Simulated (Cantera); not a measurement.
A perfectly stirred reactor is fed with H2 : O2 = 0.094 : 1 (molar parts), at 5.55 Torr; it is held at 1100 K, and followed from long to short residence time.

Model: the H2/O2 subset of GRI-Mech 3.0, which has no nitrogen chemistry, integrated in Cantera. Radical loss at walls, strong at low pressure, is not modelled. The temperature is held fixed by assumption; the heat of reaction is taken as removed at once.

Task: What does this change do: O2 1 to 1.3 parts?

Result: 
```csv
quantity,before,after
x(H2) at τ = 1.40 s,0.000440,0.000352
x(O2) at τ = 1.40 s,0.906,0.926
x(H2O) at τ = 1.40 s,0.0882,0.0684
x(OH) at τ = 1.40 s,0.00122,0.00108
x(H) at τ = 1.40 s,0.000619,0.000530
x(H2) at τ = 68.0 ms,0.00252,0.00201
x(O2) at τ = 68.0 ms,0.886,0.908
x(H2O) at τ = 68.0 ms,0.0799,0.0620
x(OH) at τ = 68.0 ms,0.00308,0.00268
x(H) at τ = 68.0 ms,0.00831,0.00658
```

Task: What does this change do: temperature 1100 to 900 K?

Result: 
```csv
quantity,before,after
x(H2) at τ = 1.40 s,0.000440,0.00147
x(O2) at τ = 1.40 s,0.906,0.909
x(H2O) at τ = 1.40 s,0.0882,0.0878
x(OH) at τ = 1.40 s,0.00122,0.000385
x(H) at τ = 1.40 s,0.000619,0.000354
x(H2) at τ = 68.0 ms,0.00252,0.00775
x(O2) at τ = 68.0 ms,0.886,0.902
x(H2O) at τ = 68.0 ms,0.0799,0.0774
x(OH) at τ = 68.0 ms,0.00308,0.00133
x(H) at τ = 68.0 ms,0.00831,0.00589
```
Below about 950 K walls govern HO2 and H2O2 in real vessels.
